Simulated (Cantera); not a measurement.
Charge: 1 mol SiHCl3, 0.082 mol HCl, 170 mol N2, held at 1175 K and 8.25 Torr.

These are equilibrium values from Cantera (NASA tables, ideal gas, pure condensed phases), not measurements of a reactor. Candidate condensed phases: NH4Cl, Si, Si3N4; 28 gas species. N2 is the only nitrogen source here; it is nearly inert below about 1500 K, so the nitride shown seldom forms there in practice. The tables' values for SiCl3 are old estimates; treat these amounts as uncertain. Kinetics and transport are ignored.

Base state: N2 0.991, HCl 0.00605, SiCl4 0.00284, SiCl3 0.000143, H2 0.000133, SiCl2 7.03e-5 (mole fractions); condensed: Si3N4(s).

Problem. What changes in the equilibrium state with this change: N2 from 170 to 40 mol?

Solution. 
```json
[
 {"species": "N2", "before": "0.991", "after": "0.962"},
 {"species": "HCl", "before": "0.00605", "after": "0.0242"},
 {"species": "SiCl4", "before": "0.00284", "after": "0.0122"},
 {"species": "SiHCl3", "before": "1.47e-6", "after": "1.23e-5"},
 {"species": "H2", "before": "0.000133", "after": "0.00103"},
 {"species": "Si3N4(s), mol", "before": "0.159", "after": "0.157"}
]
```
